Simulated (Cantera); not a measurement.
Input: 1 mol NaOH, a varied amount of CO₂, held at 800 K and 3.30 Torr.

These are equilibrium values from Cantera (NASA tables, ideal gas, pure condensed phases), not measurements of a reactor. Candidate condensed phases: C, C₆H₆, C₇H₈, C₈H₁₈, H₂O, Na, NaOH, NaO₂, Na₂CO₃, Na₂O, Na₂O₂; 117 gas species. Rates play no part.

x: gas mole fraction; n: condensed amount in mol.

```json
[
 {"n(CO₂) (mol)": "0.086", "x H₂O": "1.000", "x CO₂": "2.27e-7", "x NaOH": "2.31e-5", "x Na₂(OH)₂": "1.45e-6", "n NaOH(l)": "0.828", "n Na₂CO₃(s)": "0.0860"},
 {"n(CO₂) (mol)": "0.32", "x H₂O": "1.000", "x CO₂": "2.27e-7", "x NaOH": "2.31e-5", "x Na₂(OH)₂": "1.45e-6", "n NaOH(l)": "0.360", "n Na₂CO₃(s)": "0.320"},
 {"n(CO₂) (mol)": "0.56", "x H₂O": "0.893", "x CO₂": "0.107", "x NaOH": "___", "x Na₂(OH)₂": "2.73e-12", "n NaOH(l)": "0", "n Na₂CO₃(s)": "0.500"},
 {"n(CO₂) (mol)": "0.79", "x H₂O": "0.633", "x CO₂": "0.367", "x NaOH": "___", "x Na₂(OH)₂": "<1e-12", "n NaOH(l)": "0", "n Na₂CO₃(s)": "0.500"},
 {"n(CO₂) (mol)": "1", "x H₂O": "0.500", "x CO₂": "0.500", "x NaOH": "___", "x Na₂(OH)₂": "<1e-12", "n NaOH(l)": "0", "n Na₂CO₃(s)": "0.500"},
 {"n(CO₂) (mol)": "1.3", "x H₂O": "0.385", "x CO₂": "0.615", "x NaOH": "___", "x Na₂(OH)₂": "<1e-12", "n NaOH(l)": "0", "n Na₂CO₃(s)": "0.500"},
 {"n(CO₂) (mol)": "1.5", "x H₂O": "0.333", "x CO₂": "0.667", "x NaOH": "___", "x Na₂(OH)₂": "<1e-12", "n NaOH(l)": "0", "n Na₂CO₃(s)": "0.500"},
 {"n(CO₂) (mol)": "1.7", "x H₂O": "0.294", "x CO₂": "0.706", "x NaOH": "___", "x Na₂(OH)₂": "<1e-12", "n NaOH(l)": "0", "n Na₂CO₃(s)": "0.500"},
 {"n(CO₂) (mol)": "2", "x H₂O": "0.250", "x CO₂": "0.750", "x NaOH": "6.35e-9", "x Na₂(OH)₂": "<1e-12", "n NaOH(l)": "0", "n Na₂CO₃(s)": "0.500"},
 {"n(CO₂) (mol)": "2.2", "x H₂O": "0.227", "x CO₂": "0.773", "x NaOH": "5.96e-9", "x Na₂(OH)₂": "<1e-12", "n NaOH(l)": "0", "n Na₂CO₃(s)": "0.500"}
]
```

### Question
What belongs in the gaps?

### Answer

- 0.56, x NaOH: 3.17e-8
- 0.79, x NaOH: 1.44e-8
- 1, x NaOH: 1.10e-8
- 1.3, x NaOH: 8.69e-9
- 1.5, x NaOH: 7.77e-9
- 1.7, x NaOH: 7.09e-9
